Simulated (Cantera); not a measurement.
What does this Cantera script print?

```python
import numpy as np
import cantera as ct

gas = ct.Solution("gri30.yaml")
gas.TPX = 1023, 1000000, {'H2': 1, 'O2': 0.238, 'N2': 0.895}
reactor = ct.IdealGasReactor(gas, energy="on", clone=False)
net = ct.ReactorNet([reactor])
net.rtol, net.atol = 1e-08, 1e-16
show = ['H2', 'O2', 'HO2', 'OH', 'NO']
times = np.geomspace(3e-06, 0.8, 10)

steps = ct.SolutionArray(gas, extra=["t"])
rows = []
print(f"{'t/s':>10s}{'T/K':>9s}{'P/Pa':>11s}" + "".join(f"{s:>11s}" for s in show))
for t in times:
    while net.time < t:
        t_next = net.step()
        steps.append(gas.state, t=t_next)
    rows.append([np.interp(t, steps.t, y) for y in (steps.T, steps.P, *steps(*show).X.T)])
    print(f"{t:10.3e}{rows[-1][0]:9.1f}{rows[-1][1]:11.4g}" + "".join(f"{x:11.3e}" for x in rows[-1][2:]))
rate = np.gradient(steps.T, steps.t)
print("integrator steps:", len(steps.t))
if steps.T.max() > steps.T[0] + 200:
    print(f"time of steepest temperature rise: {steps.t[rate.argmax()]:.4e} s")
gas.TPX = 1023, 1000000, {'H2': 1, 'O2': 0.238, 'N2': 0.895}
gas.equilibrate("UV")
print(f"equilibrium (UV): T = {gas.T:.1f} K  " + "  ".join(f"{s} {gas[s].X[0]:.3e}" for s in show))
```

Result:

```
       t/s      T/K       P/Pa         H2         O2        HO2         OH         NO
 3.000e-06   1023.0      1e+06  4.688e-01  1.116e-01  4.529e-09  1.912e-12  5.069e-23
 1.202e-05   1023.0      1e+06  4.688e-01  1.116e-01  1.863e-08  2.112e-12  2.580e-22
 4.818e-05   1023.0      1e+06  4.688e-01  1.116e-01  7.679e-08  3.211e-12  1.498e-21
 1.931e-04   1023.0      1e+06  4.688e-01  1.116e-01  3.597e-07  1.288e-11  2.087e-20
 7.739e-04   1023.1      1e+06  4.688e-01  1.116e-01  4.389e-06  2.576e-10  4.546e-18
 3.101e-03   1051.4  1.026e+06  4.666e-01  1.099e-01  1.004e-04  6.379e-08  4.689e-14
 1.243e-02   2901.4   2.54e+06  2.705e-01  3.314e-05  1.741e-07  3.335e-03  4.099e-04
 4.981e-02   2901.4   2.54e+06  2.705e-01  3.314e-05  1.741e-07  3.335e-03  4.099e-04
 1.996e-01   2901.4   2.54e+06  2.705e-01  3.314e-05  1.741e-07  3.335e-03  4.099e-04
 8.000e-01   2901.4   2.54e+06  2.705e-01  3.314e-05  1.741e-07  3.335e-03  4.099e-04
integrator steps: 1778
time of steepest temperature rise: 3.5463e-03 s
equilibrium (UV): T = 2901.4 K  H2 2.705e-01  O2 3.314e-05  HO2 1.741e-07  OH 3.335e-03  NO 4.099e-04
```

Detailed kinetics in Cantera: GRI-Mech 3.0 (53 species, 325 reactions). The hydrogen kinetics of GRI-Mech 3.0 are dated; newer H2 mechanisms differ, most at raised pressure.
